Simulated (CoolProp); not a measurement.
Properties of tetrahydrofuran at several states.

Values from CoolProp's reference Helmholtz-energy equation of state, Fiedler 2023.

| T (K) | p (MPa) | phase | density (kg/m³) | cp (kJ/(kg K)) | expansivity (1/kK) | fugacity coefficient |
|---|---|---|---|---|---|---|
| 544.2 | 0.716 | gas | 11.96 | (withheld) | 2.145 | 0.9556 |
| 330.4 | 12.8 | liquid | (withheld) | 1.824 | 1.228 | 0.008571 |
| 394.8 | 0.811 | liquid | 768.0 | 2.133 | 1.723 | 0.5299 |
| 535.1 | 1.54 | gas | 28.08 | 2.070 | (withheld) | 0.8995 |

Question: Fill in the missing entries.

Answer: 
- 544.2, cp (kJ/(kg K)): 2.034
- 330.4, density (kg/m³): 859.0
- 535.1, expansivity (1/kK): 2.739
